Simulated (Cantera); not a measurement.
Input (Python, Cantera) and output of one run.

```python
import numpy as np
import cantera as ct

gas_names = """
    C CH CH2 CH3 CH2OH CH3O CH4 CH3OH CO CO2 COOH C2 C2H CHCO,ketyl C2H2,acetylene C2H2,vinylidene
    CH2CO,ketene C2H3,vinyl CH3CO,acetyl C2H4 C2H4O,ethylen CH3CHO,ethanal CH3COOH (HCOOH)2 C2H5 C2H6
    CH3OCH3 C2H5OH C2O C3 C3H3,propargyl C3H4,allene C3H4,propyne C3H4,cyclo- C3H5,allyl C3H6,propylene
    C3H6,cyclo- C3H6O C3H7,n-propyl C3H7,i-propyl C3H8 C3H8O,1propanol C3H8O,2propanol C3O2 C4 C4H2
    C4H4,1,3-cyclo- C4H6,butadiene C4H6,2-butyne C4H6,cyclo- C4H8,1-butene C4H8,cis2-buten
    C4H8,tr2-butene C4H8,isobutene C4H8,cyclo- (CH3COOH)2 C4H9,n-butyl C4H9,i-butyl C4H9,s-butyl
    C4H9,t-butyl C4H10,isobutane C4H10,n-butane C5 C5H6,1,3cyclo- C5H8,cyclo- C5H10,1-pentene
    C5H10,cyclo- C5H11,pentyl C5H11,t-pentyl C5H12,n-pentane C5H12,i-pentane CH3C(CH3)2CH3 C6H2
    C6H5,phenyl C6H5O,phenoxy C6H6 C6H5OH,phenol C6H10,cyclo- C6H12,1-hexene C6H12,cyclo- C6H13,n-hexyl
    C7H7,benzyl C7H8 C7H8O,cresol C7H14,1-heptene C7H15,n-heptyl C7H16,n-heptane C8H8,styrene
    C8H10,ethylbenz C8H16,1-octene C8H17,n-octyl C8H18,isooctane C8H18,n-octane C9H19,n-nonyl
    C10H8,naphthale C10H21,n-decyl C12H9,o-bipheny C12H10,bipheny H HCO HO2 H2 HCHO,formaldehy HCOOH H2O
    H2O2 O OH O2 O3
""".split()
cond_names = """
    C(gr) C6H6(L) C7H8(L) C8H18(L),n-octa H2O(s) H2O(L)
""".split()


def load(file, names, dense=False):
    # The tables refer to 1 bar. Condensed volumes are neglected.
    table = {s.name: s for s in ct.Species.list_from_file(file)}
    out = []
    for n in names:
        d = dict(table[n].input_data)
        d["thermo"] = dict(d["thermo"], **{"reference-pressure": 1e5})
        if dense:
            d["equation-of-state"] = {"model": "constant-volume", "density": "1e6 g/cm^3"}
        out.append(ct.Species.from_dict(d))
    return out


gas = ct.Solution(thermo="ideal-gas", species=load("nasa_gas.yaml", gas_names))
cond = {s.name: ct.Solution(thermo="fixed-stoichiometry", species=[s], name=s.name)
        for s in load("nasa_condensed.yaml", cond_names, dense=True)}
atoms = {
    'CH4': {'C': 1, 'H': 4},
    'CO2': {'C': 1, 'O': 2},
}
top_T = {'C(gr)': 4500}  # K; cautious upper limits of use, not melting points


def equilibrate(T, P, feed):
    n = {}
    for name, mol in feed.items():
        for a, k in atoms[name].items():
            n[a] = n.get(a, 0.0) + k * mol
    gas.TPX = T, P, n
    mass = sum(n.values()) * gas.mean_molecular_weight
    gas.equilibrate("TP")
    valid = [c for c in cond.values() if c.min_temp <= T <= top_T.get(c.name, c.max_temp)]
    mix = ct.Mixture([(gas, mass / gas.mean_molecular_weight)] + [(c, 0.0) for c in valid])
    mix.T, mix.P = T, P
    mix.equilibrate("TP", solver="vcs", rtol=1e-11, max_steps=5000)
    return mix


results = []
feed = {'CH4': 1, 'CO2': 4}  # mol
T = 1823.15  # K
for P in [10, 56, 320, 1800, 10000, 56000, 320000, 1800000, 10000000]:
    mix = equilibrate(T, P, feed)
    results.append((T, P, feed, dict(zip(mix.species_names, mix.species_moles))))
    x = sorted(zip(gas.X, gas.species_names), reverse=True)
    print(f"T = {T:g} K  P = {P:g} Pa  gas = {mix.phase_moles(0):.4g} mol")
    print("   x: " + "  ".join(f"{s} {v:.3e}" for v, s in x if v > 1e-06))
    print("   condensed (mol): " + ("  ".join(f"{mix.phase(i).name} {mix.phase_moles(i):.4g}"
          for i in range(1, mix.n_phases) if mix.phase_moles(i) > 1e-12) or "none"))
```

Result:

```
T = 1823.15 K  P = 10 Pa  gas = 7.056 mol
   x: CO 4.696e-01  CO2 2.391e-01  H2O 1.837e-01  H2 9.224e-02  H 1.317e-02  OH 1.827e-03  O 2.005e-04  O2 1.762e-04
   condensed (mol): none
T = 1823.15 K  P = 56 Pa  gas = 7.023 mol
   x: CO 4.727e-01  CO2 2.392e-01  H2O 1.871e-01  H2 9.451e-02  H 5.635e-03  OH 7.765e-04  O 3.559e-05  O2 3.108e-05
   condensed (mol): none
T = 1823.15 K  P = 320 Pa  gas = 7.01 mol
   x: CO 4.741e-01  CO2 2.392e-01  H2O 1.885e-01  H2 9.551e-02  H 2.370e-03  OH 3.255e-04  O 6.208e-06  O2 5.404e-06
   condensed (mol): none
T = 1823.15 K  P = 1800 Pa  gas = 7.004 mol
   x: CO 4.747e-01  CO2 2.391e-01  H2O 1.890e-01  H2 9.594e-02  H 1.001e-03  OH 1.374e-04  O 1.102e-06
   condensed (mol): none
T = 1823.15 K  P = 10000 Pa  gas = 7.002 mol
   x: CO 4.750e-01  CO2 2.391e-01  H2O 1.893e-01  H2 9.612e-02  H 4.253e-04  OH 5.830e-05
   condensed (mol): none
T = 1823.15 K  P = 56000 Pa  gas = 7.001 mol
   x: CO 4.751e-01  CO2 2.391e-01  H2O 1.894e-01  H2 9.620e-02  H 1.798e-04  OH 2.464e-05
   condensed (mol): none
T = 1823.15 K  P = 320000 Pa  gas = 7 mol
   x: CO 4.751e-01  CO2 2.391e-01  H2O 1.894e-01  H2 9.623e-02  H 7.523e-05  OH 1.031e-05
   condensed (mol): none
T = 1823.15 K  P = 1.8e+06 Pa  gas = 7 mol
   x: CO 4.752e-01  CO2 2.391e-01  H2O 1.894e-01  H2 9.625e-02  H 3.172e-05  OH 4.346e-06
   condensed (mol): none
T = 1823.15 K  P = 1e+07 Pa  gas = 7 mol
   x: CO 4.752e-01  CO2 2.391e-01  H2O 1.894e-01  H2 9.624e-02  H 1.346e-05  CH4 4.059e-06  HCOOH 3.721e-06  HCHO,formaldehy 1.909e-06  OH 1.844e-06
   condensed (mol): none
```

These are equilibrium values from Cantera (NASA tables, ideal gas, pure condensed phases), not measurements of a reactor. The ideal-gas law is rough above about 30 bar.
